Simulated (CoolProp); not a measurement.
Fluorine at 113.46 K and 0.719 MPa is compressed adiabatically to 1.77 MPa with isentropic efficiency 0.9. Each further row changes one setting.

Values from CoolProp's reference Helmholtz-energy equation of state, de Reuck 1990.

```json
[
 {"case": "as stated", "work (kJ/kg)": "?", "final temperature (K)": "?", "final density (kg/m³)": "60.3"},
 {"case": "efficiency 1", "work (kJ/kg)": "?", "final temperature (K)": "?", "final density (kg/m³)": "61.8"},
 {"case": "efficiency 0.65", "work (kJ/kg)": "35.1", "final temperature (K)": "160.9", "final density (kg/m³)": "54.9"}
]
```

**Question.** Complete the blanks.

**Answer.** 
- as stated, work (kJ/kg): 25.3
- as stated, final temperature (K): 150.3
- efficiency 1, work (kJ/kg): 22.8
- efficiency 1, final temperature (K): 147.6
